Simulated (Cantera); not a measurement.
Input (Python, Cantera) and output of one run.

```python
import numpy as np
import cantera as ct

gas_names = """
    H HNO HNO2 HNO3 HO2 H2 H2O H2O2 N NH NH2 NH3 NH2OH NO NO2 NO3 N2 N2H2 N2H4 N2O O OH O2 O3 Si SiH
    SiH2 SiH3 SiH4 SiN SiO SiO2 Si2 Si2N Si3
""".split()
cond_names = """
    H2O(s) H2O(L) Si(cr) Si(L) SiO2(Lqz) SiO2(hqz) SiO2(L) Si2N2O(s) Si3N4(a)
""".split()


# ... load() reads the species with a 1 bar reference pressure and builds the phases ...
atoms = {
    'Si3N4': {'Si': 3, 'N': 4},
    'O2': {'O': 2},
    'H2': {'H': 2},
}
top_T = {'Si2N2O(s)': 2100, 'Si3N4(a)': 2400}  # K; cautious upper limits of use, not melting points


# ... equilibrate(T, P, feed) seeds the gas with the atoms and calls Mixture.equilibrate('TP', solver="vcs", rtol=1e-11, max_steps=5000) ...
results = []
T = 948  # K
P = 2800  # Pa
for m in [0.15, 0.27, 0.49, 0.87, 1.6, 2.8, 5]:
    feed = {'Si3N4': 1, 'O2': m, 'H2': 0.74}  # mol
    mix = equilibrate(T, P, feed)
    results.append((T, P, feed, dict(zip(mix.species_names, mix.species_moles))))

top = {s: max(r[3][s] / sum(r[3][g] for g in gas_names) for r in results) for s in gas_names}
cols = sorted((s for s in top if top[s] > 0.0001), key=lambda s: -top[s])[:9]
seen = [c for c in cond_names if any(r[3].get(c, 0) > 1e-12 for r in results)]
print("log10 of partial pressures in bar; condensed amounts in mol")
print(f"{'n(O2)':>10s}" + "".join(f"{s[:9]:>10s}" for s in cols + seen))
for T, P, feed, n in results:
    ng = sum(n[g] for g in gas_names)
    print(f"{feed['O2']:10.4g}" + "".join(f"{np.log10(max(n[s] / ng * P / 1e5, 1e-99)):10.3f}" for s in cols)
          + "".join(f"{n.get(c, 0):10.4g}" for c in seen))
```

Output:

```
log10 of partial pressures in bar; condensed amounts in mol
     n(O2)        H2        N2        O2       H2O SiO2(hqz) Si2N2O(s)  Si3N4(a)
      0.15    -1.608    -2.477   -44.688   -13.184         0       0.3       0.8
      0.27    -1.647    -2.261   -44.544   -13.151         0      0.54      0.64
      0.49    -1.712    -2.067   -44.415   -13.151         0      0.98    0.3467
      0.87    -1.804    -1.910   -30.701    -6.387      0.16      1.42         0
       1.6    -1.941    -1.782   -30.616    -6.480     1.133    0.9333         0
       2.8    -2.100    -1.698   -30.560    -6.611     2.733    0.1333         0
         5   -12.102    -1.892    -1.981    -2.324         3         0         0
```

These are equilibrium values from Cantera (NASA tables, ideal gas, pure condensed phases), not measurements of a reactor.
